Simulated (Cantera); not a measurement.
A Cantera script and its output.

```python
import numpy as np
import cantera as ct

gas = ct.Solution("gri30.yaml")
gas.TP = 300, 100000
flame = ct.CounterflowDiffusionFlame(gas, width=0.02)
flame.fuel_inlet.X, flame.fuel_inlet.T = {'CH4': 1, 'C2H6': 0.31, 'C3H8': 0.11, 'N2': 0.55}, 475
flame.oxidizer_inlet.X, flame.oxidizer_inlet.T = {'O2': 0.27, 'N2': 0.73}, 425
flame.set_refine_criteria(ratio=3, slope=0.12, curve=0.24, prune=0.03)
show = ['OH', 'H', 'NO', 'CO', 'C2H2']

rows = []
print(f"{'mdot':>8s}{'a_max':>10s}{'a_mean':>10s}{'Tmax/K':>9s}" + "".join(f"{s:>11s}" for s in show) + "   (peak mole fractions)")
for i, mdot in enumerate([0.25, 0.33, 0.43, 0.56, 0.73, 0.95, 1.2, 1.6, 2.1]):  # kg/m2/s on the oxidiser side
    flame.oxidizer_inlet.mdot, flame.fuel_inlet.mdot = mdot, 0.8 * mdot
    flame.solve(loglevel=0, auto=(i == 0))
    if flame.T.max() < max(475, 425) + 100:
        print(f"{mdot:8.3g}  no burning solution found from the previous one")
        break
    dT = np.abs(np.gradient(flame.T, flame.grid))
    rows.append([flame.strain_rate("max"), flame.strain_rate("mean"), flame.T.max(),
                 *(flame.X[gas.species_index(s)].max() for s in show), max(dT[0], dT[-1]) / dT.max()])
    print(f"{mdot:8.3g}{rows[-1][0]:10.1f}{rows[-1][1]:10.1f}{rows[-1][2]:9.1f}" + "".join(f"{x:11.3e}" for x in rows[-1][3:-1]))
```

Output:

```
    mdot     a_max    a_mean   Tmax/K         OH          H         NO         CO       C2H2   (peak mole fractions)
    0.25     184.4      32.2   2279.9  1.221e-02  5.347e-03  4.763e-04  8.191e-02  2.974e-02
    0.33     235.6      42.6   2263.3  1.226e-02  5.602e-03  4.429e-04  8.088e-02  2.901e-02
    0.43     298.4      55.4   2247.5  1.225e-02  5.832e-03  4.119e-04  7.979e-02  2.819e-02
    0.56     378.7      72.2   2232.7  1.223e-02  6.062e-03  3.831e-04  7.878e-02  2.732e-02
    0.73     481.9      94.1   2218.4  1.218e-02  6.298e-03  3.553e-04  7.787e-02  2.648e-02
    0.95     613.4     122.5   2204.4  1.211e-02  6.534e-03  3.277e-04  7.707e-02  2.561e-02
     1.2     760.6     154.7   2193.2  1.206e-02  6.759e-03  3.040e-04  7.657e-02  2.485e-02
     1.6     990.5     206.3   2176.3  1.189e-02  6.991e-03  2.714e-04  7.590e-02  2.374e-02
     2.1    1272.3     270.8   2158.6  1.165e-02  7.172e-03  2.388e-04  7.533e-02  2.255e-02
```

Detailed kinetics in Cantera: GRI-Mech 3.0 (53 species, 325 reactions). GRI-Mech 3.0 has no aromatics or soot, which form on the fuel side of real flames. The maximum strain rate includes the flame's own expansion and is several times the mean.
